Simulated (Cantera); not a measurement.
A perfectly stirred reactor is fed with CH4 : H2O : H2 = 1 : 1 : 0.36 (molar parts), at 0.987 atm; it is held at 1800 K, and followed from long to short residence time.

Computed with Cantera and GRI-Mech 3.0 (53 species, 325 reactions).

x: mole fraction; the columns are a selection and need not sum to one.

```csv
τ (s),x CH4,x H2O,x H2,x H,x HCO
0.51,0.0254,0.123,0.663,0.000289,2.38e-8
0.23,0.0350,0.163,0.627,0.000278,1.95e-8
0.11,0.0472,0.204,0.589,0.000265,1.63e-8
0.048,0.0665,0.248,0.541,0.000247,1.45e-8
0.022,0.0924,0.285,0.495,[?],1.51e-8
0.010,0.129,0.316,0.445,[?],1.82e-8
0.0046,0.175,0.341,0.392,[?],2.32e-8
```

Problem. Complete the blanks.

Solution. 
- 0.022, x H: 0.000227
- 0.010, x H: 0.000205
- 0.0046, x H: 0.000180
